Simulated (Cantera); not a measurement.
Charge: 1 mol Si3N4, 4.3 mol Cl2, 38 mol H2, at 1.60 Pa.

These are equilibrium values from Cantera (NASA tables, ideal gas, pure condensed phases), not measurements of a reactor. Candidate condensed phases: NH4Cl, Si, Si3N4; 28 gas species. The tables' values for SiCl, SiN are old estimates; treat these amounts as uncertain. The numbers say what is thermodynamically allowed, not how fast it happens.

At 1748 K, list the 4 most abundant gas species with their mole fractions, and the condensed phases.

H2 0.719, HCl 0.121, H 0.0484, N2 0.0423. Condensed: gas only.
